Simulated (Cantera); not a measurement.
A closed system holds: 1 mol Si3N4, 0.52 mol Cl2, 36 mol N2, held at 1750 K and 1000 Pa.

Cantera equilibrium calculation (NASA polynomials, part measured and part estimated; ideal gas, pure solids and liquids). Candidate condensed phases: Si, Si3N4; 13 gas species. The tables' values for SiCl, SiCl3 are old estimates; treat these amounts as uncertain. Kinetics and transport are ignored.

Base state: N2 0.986, SiCl2 0.0139, Cl 0.000159, SiCl 8.29e-5, Si 7.95e-5, SiCl3 7.79e-5 (mole fractions); condensed: Si3N4(s).

Q: What changes in the equilibrium state with this change: temperature from 1750 K to 823.15 K?

A: 
| species | before | after |
|---|---|---|
| N2 | 0.986 | 0.993 |
| SiCl4 | 7.77e-7 | 0.00714 |
| SiCl3 | 7.79e-5 | 2.04e-7 |
| SiCl2 | 0.0139 | <1e-9 |
| Cl | 0.000159 | <1e-9 |
| SiCl | 8.29e-5 | <1e-9 |
| Si3N4(s), mol | 0.827 | 0.913 |
